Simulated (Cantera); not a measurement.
An isothermal, constant-pressure homogeneous reactor starts with 41.7 % CH₄, 58.3 % N₂, at 1450 K and 2.18 Torr.

Computed with Cantera and GRI-Mech 3.0 (53 species, 325 reactions). GRI-Mech 3.0 stops at C3 and has no aromatics, soot or wall deposition, so with more carbon than oxygen in the feed, carbon stays in small species such as C2H2 where larger ones or solid carbon would form. Radical loss at walls, strong at low pressure, is not modelled.

**Question.** Predict: x(CH₄) at 200 s; x(CH₂) at 200 s; x(H) at 200 s; x(C₂H₆) at 200 s; x(C₂H₄) at 200 s.

**Answer.** 
```
Quantity                                             Value
----------------  ----------------------------------------
x(CH₄) at 200 s    0.0328 (gas-phase equilibrium 0.000399)
x(CH₂) at 200 s   1.41e-8 (gas-phase equilibrium 4.42e-10)
x(H) at 200 s     6.90e-5 (gas-phase equilibrium 0.000117)
x(C₂H₆) at 200 s   1.63e-6 (gas-phase equilibrium 1.00e-9)
x(C₂H₄) at 200 s  0.000147 (gas-phase equilibrium 6.12e-5)
```
